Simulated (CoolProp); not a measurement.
Computed with CoolProp (reference Helmholtz-energy equation of state, Lemmon 2006). It is a short technical equation, of lower accuracy than the large ones.

**Question.** For carbonyl sulfide, give the phase and the cv (kJ/(kg K)), Joule-Thomson coefficient (K/MPa) at 151.85 °C and 0.101 MPa; 170.15 °C and 0.101 MPa; 206.65 °C and 0.101 MPa.

**Answer.** 
- 151.85 °C and 0.101 MPa: gas; cv 0.640, Joule-Thomson coefficient 8.76
- 170.15 °C and 0.101 MPa: gas; cv 0.649, Joule-Thomson coefficient 8.00
- 206.65 °C and 0.101 MPa: gas; cv 0.667, Joule-Thomson coefficient 6.76
